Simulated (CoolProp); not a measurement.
Saturation properties of ethylene (Tc = 9.2 °C, pc = 5.042 MPa, ω = 0.087).

The numbers come from the reference Helmholtz-energy equation of state, Smukala 2000 in CoolProp.

| T (°C) | p (MPa) | liquid density (kg/m³) | vapour density (kg/m³) | liquid cp (kJ/(kg K)) |
|---|---|---|---|---|
| -66.75 | 0.5870 | 510.6 | 10.83 | 2.572 |
| -61.05 | 0.7260 | 500.9 | 13.30 | 2.619 |
| -55.25 | 0.8908 | 490.5 | 16.26 | 2.677 |
| -49.55 | 1.078 | 479.9 | 19.67 | 2.745 |
| -43.85 | 1.291 | 468.8 | 23.65 | 2.828 |
| -38.05 | 1.539 | 456.8 | 28.40 | 2.933 |
| -32.35 | 1.814 | 444.3 | 33.89 | 3.063 |
| -26.55 | 2.128 | 430.6 | 40.51 | 3.235 |
| -20.85 | 2.474 | 415.9 | 48.28 | 3.464 |
| -15.15 | 2.859 | 399.7 | 57.72 | 3.793 |

It boils at -103.8 °C under 1 atm.
